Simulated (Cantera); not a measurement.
A closed system holds: 1 mol Si2Cl6, 2.5 mol HCl, 530 mol H2.

Method: chemical equilibrium by Gibbs-energy minimisation in Cantera with the NASA 1993 tables (ideal gas, pure condensed phases). Candidate condensed phases: Si; 19 gas species. The feed counts by its element totals alone. The tables' values for SiCl3 are old estimates. Rates play no part.

Stable condensed phases, one row left out:

```
T in K \ P in Pa
            100    230    540   1300   2900   6800  16000  37000  86000 200000
   1625       A      A      A      A      A      A      A      A      A      A
   1575       A      A      A      A      A      A      A      A      A      A
   1525       A      A      A      A      A      A      A      A      A      A
   1475       A      A      A      A      A      A      A      A      A      A
   1425       A      A      A      A      A      A      A      A      A      A
   1375       A      A      A      A      A      A      A      A      A      A
   1325       A      A      A      A      A      A      A      A      A      A
   1275       A      A      A      A      A      A      A      A      A      A
   1225       A      A      A      A      A      A      A      A      A      A
   1175       A      A      A      A      A      A      A      A      A      A
   1125       A      A      A      A      A      A      A      A      A      A
   1025       A      A      A      A      A      A      A      A      A      B
    975       A      A      A      A      A      A      A      A      B      B
```

A: Si; B: gas only.

Q: Give the row for 1075 K.

A: 100: Si; 230: Si; 540: Si; 1300: Si; 2900: Si; 6800: Si; 16000: Si; 37000: Si; 86000: Si; 200000: Si.
